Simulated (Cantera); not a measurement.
An adiabatic, constant-pressure homogeneous reactor starts with C3H8 : O2 : N2 : H2O = 1 : 5 : 18.8 : 3.6 (molar parts), at 1648 K and 1.01 bar.

Detailed kinetics in Cantera: GRI-Mech 3.0 (53 species, 325 reactions). GRI-Mech 3.0 was tuned for natural gas; its chemistry of propane as a main component is partial and can be far from experiment.

Problem. Predict: time of steepest temperature rise; temperature at 6.00 s; equilibrium temperature; x(O2) at 6.00 s; x(H2O) at 6.00 s; x(NO) at 6.00 s.

Solution. 
```
Property                                                             Value
---------------------------------  ---------------------------------------
time of steepest temperature rise                                  28.2 µs
temperature at 6.00 s                                               2691 K
equilibrium temperature                                             2691 K
x(O2) at 6.00 s                      0.0201 (gas-phase equilibrium 0.0201)
x(H2O) at 6.00 s                       0.212 (gas-phase equilibrium 0.212)
x(NO) at 6.00 s                    0.00857 (gas-phase equilibrium 0.00857)
```
